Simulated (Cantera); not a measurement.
Input: 1 mol Si3N4, 3.3 mol CO2, 13 mol H2, at 37.0 mbar.

These are equilibrium values from Cantera (NASA tables, ideal gas, pure condensed phases), not measurements of a reactor. Candidate condensed phases: C, C6H6, C7H8, C8H18, H2O, Si, SiC, SiO2, Si2N2O, Si3N4; 151 gas species. Mutual solubility and eutectic melting of coexisting phases are not modelled. The tables hold silica as quartz up to 1696 K and as liquid above; real silica turns to tridymite and cristobalite and melts near 1996 K. Rates play no part.

Problem. At 1202 °C, list the 5 most abundant gas species with their mole fractions, and the condensed phases.

Solution. H2 0.747, CO 0.190, N2 0.0632, SiO 0.000229, H2O 7.24e-5. Condensed: SiO2(β-quartz) + Si2N2O(s).
